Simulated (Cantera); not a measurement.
Feed: 1 mol TEOS, 0.066 mol O2, 1.4 mol H2, 0.23 mol N2O, held at 13.0 Pa.

Method: chemical equilibrium by Gibbs-energy minimisation in Cantera with the NASA 1993 tables (ideal gas, pure condensed phases). Candidate condensed phases: C, C6H6, C7H8, C8H18, H2O, Si, SiC, SiO2, Si2N2O, Si3N4; 151 gas species. The feed counts by its element totals alone. Rates play no part.

### Question
At 1823 K, list the 7 most abundant gas species with their mole fractions, and the condensed phases.

### Answer
H2 0.685, CO 0.267, H 0.0314, N2 0.0138, SiO 0.00158, Si 0.000909, HCN 0.000667. Condensed: C(graphite) + SiC(s).
